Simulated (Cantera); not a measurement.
# Premixed flame

A freely propagating, adiabatic, planar premixed flame of 9.28 % CH₄, 8.26 % CO, 20.6 % O₂, 61.9 % N₂, equivalence ratio 1.1, unburnt at 525 K and 1.01 bar; mixture-averaged transport, grid criteria slope 0.08 and curve 0.16, no radiation.

Cantera simulation using GRI-Mech 3.0 (53 species, 325 reactions); the numbers are that mechanism's predictions, not measurements. Burning velocities carry a grid error of a few per cent, more on coarse grids.

```csv
z (mm),T (K),u (m/s),x CH₄,x CO,x O₂,x C₂H₂,x NO,x CH₃
-0.779,525,1.63,0.0927,0.0825,0.206,<1e-8,<1e-8,<1e-8
-0.519,526,1.63,0.0925,0.0824,0.206,<1e-8,<1e-8,9.50e-8
-0.389,528,1.64,0.0922,0.0823,0.205,1.70e-8,<1e-8,5.21e-7
-0.260,558,1.74,0.0901,0.0821,0.202,3.85e-7,4.53e-8,8.23e-6
-0.130,918,2.91,0.0701,0.0879,0.177,1.23e-5,1.07e-6,0.000396
-0.0649,1372,4.40,0.0404,0.101,0.135,4.84e-5,3.25e-6,0.00246
0,1804,5.84,0.0105,0.115,0.0817,0.000102,7.71e-6,0.00280
0.0649,1991,6.43,0.000976,0.109,0.0477,2.54e-5,1.38e-5,0.000463
0.130,2045,6.57,4.65e-5,0.0955,0.0338,1.14e-6,1.86e-5,2.58e-5
0.260,2100,6.69,9.75e-8,0.0795,0.0258,<1e-8,2.47e-5,6.28e-8
0.519,2169,6.86,<1e-8,0.0712,0.0220,<1e-8,3.48e-5,<1e-8
1.04,2255,7.09,<1e-8,0.0675,0.0190,<1e-8,5.50e-5,<1e-8
2.08,2349,7.34,<1e-8,0.0634,0.0157,<1e-8,9.80e-5,<1e-8
```
x: mole fraction of selected species; z is measured from the peak of heat release.

```
Item                        Result
------------------------  --------
laminar burning velocity  162 cm/s
thermal thickness         0.260 mm
peak x(C₂H₂)              0.000102
peak x(CH₃)                0.00342
grid points                    154
```
